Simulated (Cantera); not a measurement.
What does this Cantera script print?

```python
import numpy as np
import cantera as ct

gas_names = """
    CL CL2 H HCL H2 Si SiCL SiCL2 SiCL3 SiCL4 SiH SiHCL3 SiH2 SiH2CL2 SiH3 SiH3CL SiH4 Si2 Si3
""".split()
cond_names = """
    Si(cr) Si(L)
""".split()


def load(file, names, dense=False):
    # The tables refer to 1 bar. Condensed volumes are neglected.
    table = {s.name: s for s in ct.Species.list_from_file(file)}
    out = []
    for n in names:
        d = dict(table[n].input_data)
        d["thermo"] = dict(d["thermo"], **{"reference-pressure": 1e5})
        if dense:
            d["equation-of-state"] = {"model": "constant-volume", "density": "1e6 g/cm^3"}
        out.append(ct.Species.from_dict(d))
    return out


gas = ct.Solution(thermo="ideal-gas", species=load("nasa_gas.yaml", gas_names))
cond = {s.name: ct.Solution(thermo="fixed-stoichiometry", species=[s], name=s.name)
        for s in load("nasa_condensed.yaml", cond_names, dense=True)}
atoms = {
    'SiCl4': {'Si': 1, 'CL': 4},
    'Cl2': {'CL': 2},
    'H2': {'H': 2},
}
top_T = {}  # K; cautious upper limits of use, not melting points


def equilibrate(T, P, feed):
    n = {}
    for name, mol in feed.items():
        for a, k in atoms[name].items():
            n[a] = n.get(a, 0.0) + k * mol
    gas.TPX = T, P, n
    mass = sum(n.values()) * gas.mean_molecular_weight
    gas.equilibrate("TP")
    valid = [c for c in cond.values() if c.min_temp <= T <= top_T.get(c.name, c.max_temp)]
    mix = ct.Mixture([(gas, mass / gas.mean_molecular_weight)] + [(c, 0.0) for c in valid])
    mix.T, mix.P = T, P
    mix.equilibrate("TP", solver="vcs", rtol=1e-11, max_steps=5000)
    return mix


results = []
feed = {'SiCl4': 1, 'Cl2': 1.2, 'H2': 2.1}  # mol
T = 1425  # K
P = 100000  # Pa
mix = equilibrate(T, P, feed)
results.append((T, P, feed, dict(zip(mix.species_names, mix.species_moles))))
print(gas.report(threshold=1e-06))
for i in range(1, mix.n_phases):
    print(f"{mix.phase(i).name:16s} {mix.phase_moles(i):12.5e} mol")
```

Result:

```
       temperature   1425 K
          pressure   1e+05 Pa
           density   0.50524 kg/m^3
  mean mol. weight   59.862 kg/kmol
   phase of matter   gas

                          1 kg             1 kmol
                     ---------------   ---------------
          enthalpy       -2.4755e+06       -1.4819e+08  J
   internal energy       -2.6734e+06       -1.6003e+08  J
           entropy              4848        2.9021e+05  J/K
    Gibbs function       -9.3839e+06       -5.6174e+08  J
 heat capacity c_p             834.5             49955  J/K
 heat capacity c_v            695.61             41640  J/K

                      mass frac. Y      mole frac. X     chem. pot. / RT
                     ---------------   ---------------   ---------------
                CL         4.296e-06        7.2544e-06           -23.553
                 H        5.0752e-08         3.014e-06           -10.044
               HCL           0.34947           0.57382           -33.597
                H2         0.0065746           0.19522           -20.088
             SiCL2         0.0030956         0.0018721           -59.473
             SiCL3          0.022628          0.010076           -83.026
             SiCL4           0.60534            0.2133           -106.58
            SiHCL3          0.012848         0.0056783            -93.07
           SiH2CL2        3.8931e-05        2.3074e-05           -79.561
     [  +10 minor]        8.4156e-08        7.2859e-08

Si(cr)            0.00000e+00 mol
```

Cantera equilibrium calculation (NASA polynomials, part measured and part estimated; ideal gas, pure solids and liquids). The tables' values for SiCl3 are old estimates; treat these amounts as uncertain.
